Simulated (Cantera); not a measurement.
## Ignition delay

Mixture: 19.6 % H2, 16.6 % O2, 62.5 % N2, 1.25 % H2O, equivalence ratio 0.59, at 1.01 bar, adiabatic and at constant pressure. Ignition delay is the time to a rise of 400 K.

Computed with Cantera and the H2/O2 subset of GRI-Mech 3.0, which has no nitrogen chemistry.

```tsv
T0 (K)	delay (ms)
950	22.1
1000	0.372
1050	0.156
1100	0.0952
1150	0.0666
1200	0.0503
1250	0.0401
```

```
Quantity                                                Value
--------------------------------------------------  ---------
apparent activation energy between 1150 and 1250 K  61 kJ/mol
```
